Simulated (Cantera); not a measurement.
Cantera run, input and output.

```python
import numpy as np
import cantera as ct

gas = ct.Solution("gri30.yaml")
gas.TPX = 1050, 101325, {'C3H8': 1, 'O2': 2.94, 'N2': 11.1}
reactor = ct.IdealGasReactor(gas, energy="on", clone=False)
net = ct.ReactorNet([reactor])
net.rtol, net.atol = 1e-08, 1e-16
show = ['C3H8', 'O2', 'CH2', 'O', 'HO2', 'C2H4', 'C2H']
times = np.geomspace(6e-06, 7, 14)

steps = ct.SolutionArray(gas, extra=["t"])
rows = []
print(f"{'t/s':>10s}{'T/K':>9s}{'P/Pa':>11s}" + "".join(f"{s:>11s}" for s in show))
for t in times:
    while net.time < t:
        t_next = net.step()
        steps.append(gas.state, t=t_next)
    rows.append([np.interp(t, steps.t, y) for y in (steps.T, steps.P, *steps(*show).X.T)])
    print(f"{t:10.3e}{rows[-1][0]:9.1f}{rows[-1][1]:11.4g}" + "".join(f"{x:11.3e}" for x in rows[-1][2:]))
rate = np.gradient(steps.T, steps.t)
print("integrator steps:", len(steps.t))
if steps.T.max() > steps.T[0] + 200:
    print(f"time of steepest temperature rise: {steps.t[rate.argmax()]:.4e} s")
gas.TPX = 1050, 101325, {'C3H8': 1, 'O2': 2.94, 'N2': 11.1}
gas.equilibrate("UV")
print(f"equilibrium (UV): T = {gas.T:.1f} K  " + "  ".join(f"{s} {gas[s].X[0]:.3e}" for s in show))
```

Result:

```
       t/s      T/K       P/Pa       C3H8         O2        CH2          O        HO2       C2H4        C2H
 6.000e-06   1050.0  1.013e+05  6.649e-02  1.955e-01  1.493e-18  2.584e-12  8.909e-09  9.623e-09  1.946e-31
 1.757e-05   1050.0  1.013e+05  6.649e-02  1.955e-01  9.911e-18  3.581e-12  3.772e-08  4.273e-08  6.273e-30
 5.147e-05   1050.0  1.013e+05  6.649e-02  1.955e-01  7.628e-17  4.933e-12  1.235e-07  1.521e-07  2.351e-28
 1.507e-04   1050.0  1.013e+05  6.649e-02  1.955e-01  7.510e-16  9.723e-12  3.571e-07  5.514e-07  1.731e-26
 4.415e-04   1050.0  1.013e+05  6.649e-02  1.955e-01  9.856e-15  3.046e-11  8.782e-07  2.526e-06  2.854e-24
 1.293e-03   1050.0  1.013e+05  6.647e-02  1.955e-01  1.068e-13  9.937e-11  1.231e-06  1.634e-05  6.069e-22
 3.787e-03   1049.9  1.013e+05  6.640e-02  1.954e-01  1.985e-13  1.294e-10  1.024e-06  8.306e-05  2.355e-20
 1.109e-02   1049.9  1.013e+05  6.617e-02  1.954e-01  2.363e-13  1.505e-10  1.104e-06  2.993e-04  3.589e-19
 3.248e-02   1049.8  1.014e+05  6.542e-02  1.950e-01  3.127e-13  2.155e-10  1.440e-06  1.001e-03  5.115e-18
 9.514e-02   1051.4  1.019e+05  6.231e-02  1.935e-01  9.038e-13  6.255e-10  3.153e-06  3.882e-03  1.734e-16
 2.786e-01   2721.1  3.185e+05  6.686e-34  1.609e-04  4.451e-12  2.821e-04  1.662e-07  4.085e-18  5.325e-16
 8.161e-01   2721.1  3.185e+05  6.686e-34  1.609e-04  4.451e-12  2.821e-04  1.662e-07  4.085e-18  5.325e-16
 2.390e+00   2721.1  3.185e+05  6.686e-34  1.609e-04  4.451e-12  2.821e-04  1.662e-07  4.085e-18  5.325e-16
 7.000e+00   2721.1  3.185e+05  6.686e-34  1.609e-04  4.451e-12  2.821e-04  1.662e-07  4.085e-18  5.325e-16
integrator steps: 2485
time of steepest temperature rise: 1.7416e-01 s
equilibrium (UV): T = 2721.1 K  C3H8 8.919e-34  O2 1.609e-04  CH2 4.761e-12  O 2.821e-04  HO2 1.662e-07  C2H4 4.413e-18  C2H 5.748e-16
```

Model: GRI-Mech 3.0 (53 species, 325 reactions), integrated in Cantera. GRI-Mech 3.0 was tuned for natural gas; its chemistry of propane as a main component is partial and can be far from experiment.
